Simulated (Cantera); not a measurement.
What does this Cantera script print?

```python
import numpy as np
import cantera as ct

gas_names = """
    I I2 N N2 Pb PbI PbI2 PbI4 Pb2
""".split()
cond_names = """
    I2(cr) I2(L) Pb(cr) Pb(L) PbI2(s) PbI2(L)
""".split()


# ... load() reads the species with a 1 bar reference pressure and builds the phases ...
atoms = {
    'PbI2': {'Pb': 1, 'I': 2},
    'N2': {'N': 2},
}
top_T = {}  # K; cautious upper limits of use, not melting points


# ... equilibrate(T, P, feed) seeds the gas with the atoms and calls Mixture.equilibrate('TP', solver="vcs", rtol=1e-11, max_steps=5000) ...
results = []
feed = {'PbI2': 1, 'N2': 8.1}  # mol
P = 100000  # Pa
for T in [1325, 1375, 1425, 1475, 1525, 1575, 1625, 1675, 1725, 1775, 1825, 1875, 1925, 1975]:
    mix = equilibrate(T, P, feed)
    results.append((T, P, feed, dict(zip(mix.species_names, mix.species_moles))))
    x = sorted(zip(gas.X, gas.species_names), reverse=True)
    print(f"T = {T:g} K  P = {P:g} Pa  gas = {mix.phase_moles(0):.4g} mol")
    print("   x: " + "  ".join(f"{s} {v:.3e}" for v, s in x if v > 0.001))
    print("   condensed (mol): " + ("  ".join(f"{mix.phase(i).name} {mix.phase_moles(i):.4g}"
          for i in range(1, mix.n_phases) if mix.phase_moles(i) > 1e-12) or "none"))
```

Output:

```
T = 1325 K  P = 100000 Pa  gas = 9.125 mol
   x: N2 8.876e-01  PbI2 8.345e-02  PbI 1.607e-02  PbI4 8.350e-03  I 2.753e-03  Pb 1.719e-03
   condensed (mol): none
T = 1375 K  P = 100000 Pa  gas = 9.149 mol
   x: N2 8.853e-01  PbI2 8.293e-02  PbI 1.698e-02  PbI4 7.581e-03  I 5.319e-03  Pb 1.809e-03
   condensed (mol): none
T = 1425 K  P = 100000 Pa  gas = 9.188 mol
   x: N2 8.816e-01  PbI2 8.196e-02  PbI 1.844e-02  I 9.458e-03  PbI4 6.408e-03  Pb 2.032e-03
   condensed (mol): none
T = 1475 K  P = 100000 Pa  gas = 9.244 mol
   x: N2 8.762e-01  PbI2 8.012e-02  PbI 2.067e-02  I 1.540e-02  PbI4 4.914e-03  Pb 2.470e-03
   condensed (mol): none
T = 1525 K  P = 100000 Pa  gas = 9.317 mol
   x: N2 8.694e-01  PbI2 7.690e-02  PbI 2.382e-02  I 2.299e-02  PbI4 3.374e-03  Pb 3.244e-03
   condensed (mol): none
T = 1575 K  P = 100000 Pa  gas = 9.403 mol
   x: N2 8.614e-01  PbI2 7.197e-02  I 3.186e-02  PbI 2.779e-02  Pb 4.497e-03  PbI4 2.093e-03
   condensed (mol): none
T = 1625 K  P = 100000 Pa  gas = 9.5 mol
   x: N2 8.526e-01  PbI2 6.544e-02  I 4.170e-02  PbI 3.225e-02  Pb 6.368e-03  PbI4 1.203e-03
   condensed (mol): none
T = 1675 K  P = 100000 Pa  gas = 9.608 mol
   x: N2 8.431e-01  PbI2 5.773e-02  I 5.237e-02  PbI 3.672e-02  Pb 8.973e-03
   condensed (mol): none
T = 1725 K  P = 100000 Pa  gas = 9.725 mol
   x: N2 8.329e-01  I 6.373e-02  PbI2 4.940e-02  PbI 4.069e-02  Pb 1.239e-02
   condensed (mol): none
T = 1775 K  P = 100000 Pa  gas = 9.85 mol
   x: N2 8.224e-01  I 7.557e-02  PbI 4.373e-02  PbI2 4.098e-02  Pb 1.663e-02
   condensed (mol): none
T = 1825 K  P = 100000 Pa  gas = 9.98 mol
   x: N2 8.117e-01  I 8.759e-02  PbI 4.551e-02  PbI2 3.293e-02  Pb 2.167e-02
   condensed (mol): none
T = 1875 K  P = 100000 Pa  gas = 10.11 mol
   x: N2 8.011e-01  I 9.943e-02  PbI 4.585e-02  Pb 2.736e-02  PbI2 2.564e-02
   condensed (mol): none
T = 1925 K  P = 100000 Pa  gas = 10.24 mol
   x: N2 7.911e-01  I 1.108e-01  PbI 4.476e-02  Pb 3.352e-02  PbI2 1.936e-02
   condensed (mol): none
T = 1975 K  P = 100000 Pa  gas = 10.36 mol
   x: N2 7.818e-01  I 1.212e-01  PbI 4.240e-02  Pb 3.989e-02  PbI2 1.420e-02
   condensed (mol): none
```

Cantera equilibrium calculation (NASA polynomials, part measured and part estimated; ideal gas, pure solids and liquids). The tables' values for PbI4 are old estimates; treat these amounts as uncertain.
